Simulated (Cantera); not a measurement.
**Nitride etching: Si₃N₄ + H₂O + H₂**

A closed system holds: 1 mol Si₃N₄, 4.2 mol H₂O, 85 mol H₂, equilibrated at 2148 K and 0.0133 bar.

These are equilibrium values from Cantera (NASA tables, ideal gas, pure condensed phases), not measurements of a reactor. Candidate condensed phases: H₂O, Si, SiO₂, Si₂N₂O, Si₃N₄; 35 gas species. The numbers say what is thermodynamically allowed, not how fast it happens.

```yaml
x(H₂): 0.901
x(H): 0.0343
x(SiO): 0.0313
x(N₂): 0.0209
x(H₂O): 0.0125
x(OH): 6.10e-5
x(SiO₂): 1.92e-6
x(O): 1.63e-6
gas_amount: 95.85 mol
log10 activity of Si(l) (absent): -4.84
```
